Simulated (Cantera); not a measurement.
Input: 1 mol Ta(OEt)5, 0.074 mol H2O, at 1.50 bar.

Equilibrium computed with Cantera from the NASA thermochemical tables; the gas is ideal and each condensed phase is pure. Candidate condensed phases: C, C6H6, C7H8, C8H18, H2O, Ta, TaC, Ta2O5; 113 gas species. The feed counts by its element totals alone. TaC: taken at fixed stoichiometry. Condensed phases not in the tables: Ta2C. The numbers say what is thermodynamically allowed, not how fast it happens.

Over these rows the condensed part is C(graphite) + TaC(s). Partial pressures as log10 of bar:

| T (K) | 1000/T (1/K) | log p C2H2 (acetylene) | log p H2 | log p CO |
|---|---|---|---|---|
| 1723 | 0.5804 | -4.02 | 0.03 | -0.37 |
| 1823 | 0.5485 | -3.65 | 0.03 | -0.37 |
| 1923 | 0.5200 | -3.32 | 0.03 | -0.37 |
| 2023 | 0.4943 | -3.02 | 0.03 | -0.37 |
| 2123 | 0.4710 | ? | 0.03 | -0.37 |
| 2223 | 0.4498 | -2.51 | 0.03 | -0.37 |

Fit log p(C2H2 (acetylene)) = a + b·(1000/T) to the five rows, give the apparent enthalpy, and predict the row at 2123 K.

Means: 1000/T = 0.5186, log p = -3.304. Sxy = -0.116145, Sxx = 0.0100391, so b = -11.57 and a = -3.304 − (-11.57)×0.5186 = 2.70.
Apparent enthalpy: −19.145 × (-11.57) = 222 kJ/mol. With the condensed phases at unit activity, 2 C(graphite) + H2(g) = C2H2 (acetylene)(g) links this pressure to the main gases: over the six rows their terms move log p by +0.00 in all, so the slope is close to that reaction's ΔH°. The five rows lie within 0.01 of the line.
Prediction at 2123 K: 2.70 + (-11.57)×0.4710 = -2.75. The computed value is -2.75, 0.00 from the line.
